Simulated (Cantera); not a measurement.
## Catalytic combustion on Pt

An isothermal plug-flow reactor at 825 K and 2.70 bar (inlet), inlet velocity 0.63 m/s, active area per volume 3000 1/m; feed CO : O2 : N2 : H2O = 0.0058 : 0.037 : 0.79 : 0.042 (molar parts).

Detailed kinetics in Cantera: Deutschmann's 1995 Pt surface mechanism with GRI-Mech 3.0 gas chemistry. Catalytic surfaces can have several steady states; this one follows from the mechanism file's or the stated starting coverage. Mass transfer to the wall is taken as infinitely fast.

```json
[
 {"z (m)": "5.6e-05", "x CO": "0.00143", "x O2": "0.0398", "x H2O": "0.0481", "x CO2": "0.00522", "θ free Pt": "0.0694", "θ O*": "0.920", "θ OH*": "0.00855", "θ CO*": "0.00156"},
 {"z (m)": "9.3e-05", "x CO": "0.00113", "x O2": "0.0397", "x H2O": "0.0481", "x CO2": "0.00552", "θ free Pt": "0.0616", "θ O*": "0.929", "θ OH*": "0.00809", "θ CO*": "0.000958"},
 {"z (m)": "0.00016", "x CO": "0.000793", "x O2": "0.0395", "x H2O": "0.0482", "x CO2": "0.00586", "θ free Pt": "0.0558", "θ O*": "0.936", "θ OH*": "0.00773", "θ CO*": "0.000550"},
 {"z (m)": "0.00026", "x CO": "0.000508", "x O2": "0.0394", "x H2O": "0.0482", "x CO2": "0.00614", "θ free Pt": "0.0520", "θ O*": "0.940", "θ OH*": "0.00748", "θ CO*": "0.000306"},
 {"z (m)": "0.00043", "x CO": "0.000260", "x O2": "0.0392", "x H2O": "0.0482", "x CO2": "0.00639", "θ free Pt": "0.0494", "θ O*": "0.943", "θ OH*": "0.00730", "θ CO*": "0.000140"},
 {"z (m)": "0.00072", "x CO": "9.09e-5", "x O2": "0.0392", "x H2O": "0.0482", "x CO2": "0.00656", "θ free Pt": "0.0478", "θ O*": "0.945", "θ OH*": "0.00719", "θ CO*": "4.59e-5"},
 {"z (m)": "0.0012", "x CO": "1.72e-5", "x O2": "0.0391", "x H2O": "0.0482", "x CO2": "0.00663", "θ free Pt": "0.0472", "θ O*": "0.946", "θ OH*": "0.00715", "θ CO*": "8.44e-6"},
 {"z (m)": "0.002", "x CO": "1.11e-6", "x O2": "0.0391", "x H2O": "0.0482", "x CO2": "0.00665", "θ free Pt": "0.0471", "θ O*": "0.946", "θ OH*": "0.00714", "θ CO*": "5.41e-7"},
 {"z (m)": "0.0034", "x CO": "9.23e-9", "x O2": "0.0391", "x H2O": "0.0482", "x CO2": "0.00665", "θ free Pt": "0.0471", "θ O*": "0.946", "θ OH*": "0.00714", "θ CO*": "4.51e-9"},
 {"z (m)": "0.0056", "x CO": "4.99e-12", "x O2": "0.0391", "x H2O": "0.0482", "x CO2": "0.00665", "θ free Pt": "0.0471", "θ O*": "0.946", "θ OH*": "0.00714", "θ CO*": "2.44e-12"}
]
```
x: gas mole fraction; θ: surface coverage.
